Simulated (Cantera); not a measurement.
What does this Cantera script print?

```python
import numpy as np
import cantera as ct

gas_names = """
    CL CLO CL2 H HCL HOCL HO2 H2 H2O H2O2 O OH O2 O3 Si SiCL SiCL2 SiCL3 SiCL4 SiH SiHCL3 SiH2 SiH2CL2
    SiH3 SiH3CL SiH4 SiO SiO2 Si2 Si3
""".split()
cond_names = """
    H2O(s) H2O(L) Si(cr) Si(L) SiO2(Lqz) SiO2(hqz) SiO2(L)
""".split()


# ... load() reads the species with a 1 bar reference pressure and builds the phases ...
atoms = {
    'SiH2Cl2': {'Si': 1, 'H': 2, 'CL': 2},
    'O2': {'O': 2},
    'H2': {'H': 2},
}
top_T = {}  # K; cautious upper limits of use, not melting points


# ... equilibrate(T, P, feed) seeds the gas with the atoms and calls Mixture.equilibrate('TP', solver="vcs", rtol=1e-11, max_steps=5000) ...
results = []
feed = {'SiH2Cl2': 1, 'O2': 1.3, 'H2': 0.19}  # mol
T = 1548  # K
P = 13332.2  # Pa
mix = equilibrate(T, P, feed)
results.append((T, P, feed, dict(zip(mix.species_names, mix.species_moles))))
print(gas.report(threshold=1e-05))
for i in range(1, mix.n_phases):
    print(f"{mix.phase(i).name:16s} {mix.phase_moles(i):12.5e} mol")
```

It prints:

```
       temperature   1548 K
          pressure   13332 Pa
           density   0.03588 kg/m^3
  mean mol. weight   34.639 kg/kmol
   phase of matter   gas

                          1 kg             1 kmol
                     ---------------   ---------------
          enthalpy       -1.5674e+06       -5.4294e+07  J
   internal energy        -1.939e+06       -6.7164e+07  J
           entropy            7606.3        2.6347e+05  J/K
    Gibbs function       -1.3342e+07       -4.6215e+08  J
 heat capacity c_p            1026.7             35563  J/K
 heat capacity c_v            786.66             27249  J/K

                      mass frac. Y      mole frac. X     chem. pot. / RT
                     ---------------   ---------------   ---------------
                CL          0.027267          0.026643            -18.35
               CLO        8.9516e-05        6.0268e-05            -34.62
               CL2          0.030336          0.014821             -36.7
               HCL           0.82025           0.77932           -34.935
              HOCL        3.7964e-05        2.5069e-05           -51.204
               H2O            0.0559           0.10748           -49.439
                OH        7.5468e-05        0.00015371           -32.855
                O2           0.06604           0.07149           -32.539
     [  +22 minor]        2.9062e-06        9.7162e-06

Si(cr)            0.00000e+00 mol
SiO2(hqz)         1.00000e+00 mol
```

Equilibrium computed with Cantera from the NASA thermochemical tables; the gas is ideal and each condensed phase is pure. The tables hold silica as quartz up to 1696 K and as liquid above; real silica turns to tridymite and cristobalite and melts near 1996 K. Gases not in the tables: Si(OH)4.
